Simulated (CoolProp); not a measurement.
A closed Brayton cycle with carbon dioxide: compressor inlet 332.15 K and 9.4 MPa, high pressure 18.5 MPa, turbine inlet 840 K, compressor efficiency 0.89, turbine efficiency 0.9, recuperator effectiveness 0 (on enthalpy, no pinch check). Each further row changes one setting.

Computed with CoolProp (reference Helmholtz-energy equation of state, Span 1996).

| case | thermal efficiency (%) | net work (kJ/kg) | compressor to turbine work | compressor exit (K) | turbine exit (K) |
|---|---|---|---|---|---|
| as stated | 10.4 | 61.8 | 0.34 | 386.5 | 757.0 |
| turbine inlet 790 K | 10.5 | 55.6 | 0.36 | 386.5 | 710.0 |
| compressor inlet 342.15 K | 10.2 | 57.5 | (withheld) | (withheld) | 757.0 |
| high pressure 15.7 MPa | 8.0 | 48.5 | (withheld) | (withheld) | (withheld) |
| recuperator effectiveness 0.5 | 16.5 | 61.8 | 0.34 | 386.5 | 757.0 |

Problem. What belongs in the gaps?

Solution. 
- compressor inlet 342.15 K, compressor to turbine work: 0.38
- compressor inlet 342.15 K, compressor exit (K): 400.8
- high pressure 15.7 MPa, compressor to turbine work: 0.32
- high pressure 15.7 MPa, compressor exit (K): 373.1
- high pressure 15.7 MPa, turbine exit (K): 776.8
